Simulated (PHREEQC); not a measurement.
Solution (25 °C): 1.7 mol/kgw LiCl, 0.046 mol/kgw BaCl2 and 4.3 mol/kgw MgCl2. Closed to the air; pH follows from the charge balance.

The numbers come from PHREEQC with the Pitzer model, pitzer.dat.

Each row changes one thing in this solution. This is a speciation only: nothing precipitates in the calculation.

```csv
case,MgOH+ (mol/kgw),SI of Bischofite (MgCl2:6H2O),SI of MgCl2_4H2O (MgCl2:4H2O)
as made,3.80e-6,-0.58,-2.18
diluted 2-fold with water,1.44e-6,-2.86,-5.02
BaCl2 from 0.046 to 0.23 mol/kgw,4.23e-6,(withheld),-2.21
BaCl2 left out,(withheld),-0.58,-2.18
```

**Question.** Some entries are withheld; supply them.

**Answer.** 
- BaCl2 from 0.046 to 0.23 mol/kgw, SI of Bischofite (MgCl2:6H2O): -0.60
- BaCl2 left out, MgOH+ (mol/kgw): 3.70e-6
